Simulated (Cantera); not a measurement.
Charge: 1 mol SiO2, 15 mol H2, held at 1475 K and 13300 Pa.

These are equilibrium values from Cantera (NASA tables, ideal gas, pure condensed phases), not measurements of a reactor. Candidate condensed phases: H2O, Si, SiO2; 18 gas species. The tables hold silica as quartz up to 1696 K and as liquid above; real silica turns to tridymite and cristobalite and melts near 1996 K. Kinetics and transport are ignored.

### Question
What is the equilibrium state?

### Answer
- x(H2) = 1.000
- x(H2O) = 7.85e-5
- x(SiO) = 7.85e-5
- x(H) = 3.55e-5
- n(SiO2(β-quartz)) = 0.999 mol
- gas amount = 15.00 mol
- log10 activity of Si(s) (absent) = -2.99
